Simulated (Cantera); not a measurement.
A freely propagating, adiabatic, planar premixed flame of 32.6 % H₂, 13.6 % O₂, 51.2 % N₂, 2.58 % H₂O, unburnt at 350 K and 75.0 Torr; mixture-averaged transport, grid criteria slope 0.08 and curve 0.16, no radiation.

Computed with Cantera and the H2/O2 subset of GRI-Mech 3.0, which has no nitrogen chemistry. Burning velocities carry a grid error of a few per cent, more on coarse grids.

x: mole fraction of selected species; z is measured from the peak of heat release.

| z (mm) | T (K) | u (m/s) | x H₂ | x O₂ | x HO₂ | x H₂O | x H | x H₂O₂ |
|---|---|---|---|---|---|---|---|---|
| -23.4 | 350 | 2.59 | 0.326 | 0.136 | <1e-8 | 0.0258 | <1e-8 | <1e-8 |
| -15.6 | 350 | 2.59 | 0.326 | 0.136 | <1e-8 | 0.0258 | <1e-8 | <1e-8 |
| -11.7 | 350 | 2.59 | 0.326 | 0.136 | <1e-8 | 0.0258 | <1e-8 | <1e-8 |
| -7.81 | 350 | 2.59 | 0.326 | 0.136 | <1e-8 | 0.0258 | <1e-8 | <1e-8 |
| -3.90 | 352 | 2.60 | 0.325 | 0.136 | 2.00e-5 | 0.0258 | 2.94e-6 | 6.32e-7 |
| -1.95 | ? | 3.97 | 0.299 | 0.132 | 5.95e-5 | 0.0402 | 0.00512 | 2.28e-5 |
| 0 | ? | 7.13 | 0.173 | 0.0902 | 1.44e-5 | 0.136 | 0.0561 | 3.91e-7 |
| 1.95 | ? | 9.01 | 0.0721 | 0.0284 | 3.91e-6 | 0.248 | 0.0902 | 5.82e-7 |
| 3.90 | ? | 9.74 | 0.0634 | 0.0194 | 2.35e-6 | 0.265 | 0.0850 | 5.34e-7 |
| 7.81 | ? | 10.5 | 0.0666 | 0.0167 | 1.73e-6 | 0.271 | 0.0719 | 3.76e-7 |
| 15.6 | 1683 | 11.4 | 0.0692 | 0.0140 | 1.25e-6 | 0.279 | 0.0576 | 2.11e-7 |
| 31.2 | 1827 | 12.2 | 0.0702 | 0.0110 | 8.69e-7 | 0.289 | 0.0438 | 1.09e-7 |
| 62.4 | 1966 | 13.0 | 0.0695 | 0.00803 | 5.94e-7 | 0.301 | 0.0316 | 5.78e-8 |

Question: Fill in the missing entries.

Answer: 
- -1.95, T (K): 548
- 0, T (K): 1020
- 1.95, T (K): 1302
- 3.90, T (K): 1416
- 7.81, T (K): 1543
